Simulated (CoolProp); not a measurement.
Vapour-liquid equilibrium of ethanol (1) + acetone (2) at 2460 kPa; x and y are mole fractions of (1).

Computed with CoolProp (multi-fluid Helmholtz-energy mixture model, Schroeder 2014 and Lemmon 2006; pair parameters Bell 2016).

| x | bubble temperature (°C) | y at the bubble point | dew temperature at overall composition x (°C) | liquid density (mol/L) |
|---|---|---|---|---|
| 0.05 | 191.5 | 0.062 | 191.8 | 9.323 |
| 0.15 | 189.3 | 0.175 | [?] | 9.598 |
| 0.25 | 187.8 | 0.277 | 188.2 | 9.880 |
| 0.35 | 186.8 | 0.371 | 187.0 | 10.18 |
| 0.45 | 186.3 | [?] | 186.4 | 10.49 |
| 0.55 | 186.2 | 0.547 | 186.2 | 10.82 |
| 0.65 | 186.5 | [?] | 186.5 | 11.17 |
| 0.75 | [?] | 0.728 | 187.3 | 11.53 |
| 0.85 | 188.1 | 0.828 | 188.3 | 11.92 |
| 0.95 | 189.5 | 0.939 | 189.6 | 12.31 |

Problem. Complete the blanks.

Solution. 
- 0.15, dew temperature at overall composition x (°C): 189.8
- 0.45, y at the bubble point: 0.460
- 0.65, y at the bubble point: 0.636
- 0.75, bubble temperature (°C): 187.1

y crosses x between x = 0.45 and 0.55: the model has an azeotrope there.

Pair parameters are fitted to limited data, so mixtures are less certain than the pure fluids.
